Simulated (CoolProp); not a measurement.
Vapour pressure (MPa) of fluorine: the reference equation beside estimates from Tc = 144.4 K, pc = 5.240 MPa, ω = 0.045. Clausius-Clapeyron is anchored at 121.8 K with a constant enthalpy of vaporisation of 4.715 kJ/mol.

Values from CoolProp's reference Helmholtz-energy equation of state, de Reuck 1990.

```tsv
T (K)	reference	Clausius-Clapeyron	Redlich-Kwong
104.1	?	0.8177	0.5840
107	0.7245	0.9478	0.7270
110	0.8891	1.095	0.8993
112.9	1.072	?	1.091
115.9	1.289	1.424	1.318
118.8	1.527	1.605	?
121.8	1.805	1.805	?
124.7	?	2.011	2.166
127.7	2.454	2.238	2.523
130.6	?	2.470	2.904
133.6	3.258	2.723	3.336
136.5	3.717	2.980	3.792
139.5	4.243	3.258	4.305
```

Some entries are withheld; supply them.


- 104.1, reference: 0.5875
- 112.9, Clausius-Clapeyron: 1.250
- 118.8, Redlich-Kwong: 1.566
- 121.8, Redlich-Kwong: 1.855
- 124.7, reference: 2.106
- 130.6, reference: 2.828

Absolute difference from the reference over all 13 rows, mean and median: Clausius-Clapeyron 16.2 and 16.4 %, Redlich-Kwong 2.0 and 2.2 %.
